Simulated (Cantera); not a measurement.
Cantera run:

```python
import numpy as np
import cantera as ct

gas_names = [...]  # 129 gases of nasa_gas.yaml made of C, Ca, H, O, S
cond_names = """
    C(gr) C6H6(L) C7H8(L) C8H18(L),n-octa Ca(a) Ca(b) Ca(L) CaCO3(caL) CaO(s) CaO(L) CaO2H2(s) CaS(s)
    CaSO4(s) H2O(s) H2O(L) H2SO4(L) S(cr1) S(cr2) S(L)
""".split()


# ... load() reads the species with a 1 bar reference pressure and builds the phases ...
atoms = {
    'CaO': {'Ca': 1, 'O': 1},
    'H2S': {'H': 2, 'S': 1},
    'CO2': {'C': 1, 'O': 2},
}
top_T = {'C(gr)': 4500, 'CaS(s)': 2750, 'CaSO4(s)': 1730}  # K; cautious upper limits of use, not melting points


# ... equilibrate(T, P, feed) seeds the gas with the atoms and calls Mixture.equilibrate('TP', solver="vcs", rtol=1e-11, max_steps=5000) ...
results = []
feed = {'CaO': 1, 'H2S': 0.063, 'CO2': 0.44}  # mol
P = 5400  # Pa
for T in [1000, 1050, 1100, 1150, 1200, 1250, 1300, 1350, 1400, 1450, 1500]:
    mix = equilibrate(T, P, feed)
    results.append((T, P, feed, dict(zip(mix.species_names, mix.species_moles))))

top = {s: max(r[3][s] / sum(r[3][g] for g in gas_names) for r in results) for s in gas_names}
cols = sorted((s for s in top if top[s] > 0.0001), key=lambda s: -top[s])[:6]
seen = [c for c in cond_names if any(r[3].get(c, 0) > 1e-12 for r in results)]
print("log10 of partial pressures in bar; condensed amounts in mol")
print(f"{'T/K':>10s}" + "".join(f"{s[:9]:>10s}" for s in cols + seen))
for T, P, feed, n in results:
    ng = sum(n[g] for g in gas_names)
    print(f"{T:10.4g}" + "".join(f"{np.log10(max(n[s] / ng * P / 1e5, 1e-99)):10.3f}" for s in cols)
          + "".join(f"{n.get(c, 0):10.4g}" for c in seen))
```

Output:

```
log10 of partial pressures in bar; condensed amounts in mol
       T/K       CO2        CO       H2O       SO2        H2        S2    CaO(s)    CaS(s)
      1000    -1.329    -3.608    -2.174    -4.005    -4.296    -6.408     0.938   0.06202
      1050    -1.331    -3.364    -2.176    -3.776    -4.138    -5.978    0.9387   0.06135
      1100    -1.335    -3.145    -2.179    -3.568    -3.995    -5.588    0.9397   0.06032
      1150    -1.340    -2.946    -2.183    -3.379    -3.865    -5.232    0.9412   0.05883
      1200    -1.347    -2.767    -2.188    -3.207    -3.745    -4.907    0.9433   0.05672
      1250    -1.357    -2.604    -2.194    -3.052    -3.636    -4.610    0.9461   0.05386
      1300    -1.370    -2.458    -2.201    -2.912    -3.535    -4.338    0.9499   0.05007
      1350    -1.387    -2.325    -2.211    -2.787    -3.442    -4.089    0.9548    0.0452
      1400    -1.409    -2.206    -2.221    -2.676    -3.356    -3.861    0.9609   0.03907
      1450    -1.435    -2.100    -2.234    -2.578    -3.276    -3.652    0.9685   0.03154
      1500    -1.466    -2.006    -2.249    -2.494    -3.202    -3.462    0.9775   0.02251
```

Method: chemical equilibrium by Gibbs-energy minimisation in Cantera with the NASA 1993 tables (ideal gas, pure condensed phases). Mutual solubility and eutectic melting of coexisting phases are not modelled. Gases not in the tables: S3 to S7.
